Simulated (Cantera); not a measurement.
Thermodynamics of silicon epitaxy and polysilicon growth, feed SiCl₄ + Cl₂ + N₂

A closed system holds: 1 mol SiCl₄, 0.02 mol Cl₂, a varied amount of N₂, equilibrated at 1348 K and 0.100 bar.

Cantera equilibrium calculation (NASA polynomials, part measured and part estimated; ideal gas, pure solids and liquids). Candidate condensed phases: Si, Si₃N₄; 13 gas species. The tables' values for SiCl₃ are old estimates; treat these amounts as uncertain. Kinetics and transport are ignored.

```
n(N₂) (mol)   x N₂  x SiCl₄      x Cl     x Cl₂  x SiCl₃  x SiCl₂
-----------  -----  -------  --------  --------  -------  -------
19           0.948   0.0499   0.00120  0.000409  2.15e-5  4.65e-8
27           0.963   0.0357  0.000942  0.000252  1.96e-5  5.39e-8
40           0.975   0.0244  0.000708  0.000142  1.78e-5  6.52e-8
58           0.982   0.0169  0.000533   8.07e-5  1.64e-5  7.99e-8
84           0.988   0.0117  0.000396   4.47e-5  1.53e-5  1.00e-7
120          0.991  0.00825  0.000295   2.48e-5  1.44e-5  1.27e-7
180          0.994  0.00551  0.000210   1.25e-5  1.36e-5  1.68e-7
260          0.996  0.00382  0.000153   6.68e-6  1.29e-5  2.18e-7
```
x: gas mole fraction; nothing condenses.

From 19 mol N₂ to 260 mol N₂ nothing is condensed. The main Si-bearing gas is SiCl₄ throughout.
